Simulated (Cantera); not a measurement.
Thermodynamics of oxide etching and cleaning by halides, feed Fe₂O₃ + Cl₂ + H₂

Charge: 1 mol Fe₂O₃, 18 mol Cl₂, 41 mol H₂, equilibrated at 6.70 Pa.

Cantera equilibrium calculation (NASA polynomials, part measured and part estimated; ideal gas, pure solids and liquids). Candidate condensed phases: Fe, FeCl₂, FeCl₃, FeO, Fe(OH)₂, Fe(OH)₃, Fe₂O₃, Fe₃O₄, H₂O; 22 gas species. Equilibrium is a limit: real reactors are often held back by kinetics, nucleation or transport.

```json
[
 {"T (K)": "1498", "x HCl": "0.540", "x H₂": "0.372", "x Cl": "0.00150", "x H": "0.00128", "x H₂O": "0.0508", "x FeCl₂": "0.0337", "x Fe": "0.000123"},
 {"T (K)": "1548", "x HCl": "0.539", "x H₂": "0.372", "x Cl": "0.00266", "x H": "0.00229", "x H₂O": "0.0507", "x FeCl₂": "0.0335", "x Fe": "0.000316"},
 {"T (K)": "1598", "x HCl": "0.537", "x H₂": "0.371", "x Cl": "0.00454", "x H": "0.00396", "x H₂O": "0.0506", "x FeCl₂": "0.0330", "x Fe": "0.000757"},
 {"T (K)": "1648", "x HCl": "0.534", "x H₂": "0.368", "x Cl": "0.00750", "x H": "0.00660", "x H₂O": "0.0504", "x FeCl₂": "0.0319", "x Fe": "0.00169"},
 {"T (K)": "1698", "x HCl": "0.529", "x H₂": "0.365", "x Cl": "0.0120", "x H": "0.0107", "x H₂O": "0.0500", "x FeCl₂": "0.0299", "x Fe": "0.00348"},
 {"T (K)": "1748", "x HCl": "0.523", "x H₂": "0.358", "x Cl": "0.0188", "x H": "0.0167", "x H₂O": "0.0495", "x FeCl₂": "0.0266", "x Fe": "0.00648"},
 {"T (K)": "1798", "x HCl": "0.515", "x H₂": "0.350", "x Cl": "0.0287", "x H": "0.0254", "x H₂O": "0.0487", "x FeCl₂": "0.0218", "x Fe": "0.0107"},
 {"T (K)": "1848", "x HCl": "0.501", "x H₂": "0.339", "x Cl": "0.0424", "x H": "0.0377", "x H₂O": "0.0475", "x FeCl₂": "0.0162", "x Fe": "0.0157"},
 {"T (K)": "1898", "x HCl": "0.480", "x H₂": "0.327", "x Cl": "0.0606", "x H": "0.0546", "x H₂O": "0.0461", "x FeCl₂": "0.0108", "x Fe": "0.0204"},
 {"T (K)": "1948", "x HCl": "0.450", "x H₂": "0.314", "x Cl": "0.0832", "x H": "0.0773", "x H₂O": "0.0443", "x FeCl₂": "0.00640", "x Fe": "0.0238"}
]
```
x: gas mole fraction; nothing condenses.

From 1498 K to 1948 K nothing is condensed. The main Fe-bearing gas is FeCl₂ at 1498 K and Fe at 1948 K.
